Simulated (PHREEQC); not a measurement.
A PHREEQC input (ion-association model, phreeqc.dat):

```
SOLUTION 1
  temp 277.15
  units mg/L
  pH 7.3
  pe 10.2
  Na 7490
  K 492
  Ca 361
  Mg 778
  Cl 6920
  S(6) 10400 as SO4
  Alkalinity 25.9 as HCO3
  Si 90.1 as SiO2
  Zn 3.07
  Li 18.6
  Ba 2.75
END
USE solution 1
EQUILIBRIUM_PHASES 1
  Chalcedony 0 0
  CO2(g) -3.4 10
END
```

It stops with these messages:

```
WARNING: Maximum iterations exceeded, 100
WARNING: Maximum iterations exceeded, 100
WARNING: The program has failed to converge to a numerical solution.
ERROR:           Alkalinity has not converged. Total: 4.360480e-04	Calculated: -2.530025e-05	Residual: 4.613483e-04
ERROR: Is non-carbonate alkalinity greater than total alkalinity?
ERROR:                   Ba has not converged. Total: 2.057008e-05	Calculated: 1.312647e-05	Residual: 7.443616e-06
ERROR:                   Ca has not converged. Total: 9.252942e-03	Calculated: 5.049456e-03	Residual: 4.203486e-03
ERROR:                   Cl has not converged. Total: 2.005181e-01	Calculated: 1.455847e-01	Residual: 5.493333e-02
ERROR:                    K has not converged. Total: 1.292607e-02	Calculated: 4.398286e-03	Residual: 8.527784e-03
ERROR:                   Li has not converged. Total: 2.753699e-03	Calculated: 1.835010e-03	Residual: 9.186892e-04
ERROR:                   Mg has not converged. Total: 3.287451e-02	Calculated: 3.966807e-03	Residual: 2.890770e-02
ERROR:                   Na has not converged. Total: 3.346933e-01	Calculated: 2.328182e-01	Residual: 1.018751e-01
ERROR:                 S(6) has not converged. Total: 1.112175e-01	Calculated: 1.103748e-01	Residual: 8.426662e-04
ERROR:                   Si has not converged. Total: 1.540509e-03	Calculated: 1.498642e-03	Residual: 4.186702e-05
ERROR:                   Zn has not converged. Total: 4.824588e-05	Calculated: 9.863603e-06	Residual: 3.838228e-05
ERROR:               A(H2O) Activity of water has not converged. 	Residual: 1.600829e+01
ERROR: Model failed to converge for initial solution  1.
```

Q: Why does the run stop?

A: The fault: the temperature typed in kelvin. The line should read `temp 4` where the input has `temp 277.15`. With the mend the run ends at pH 7.51 and ionic strength 0.474 mol/kgw.
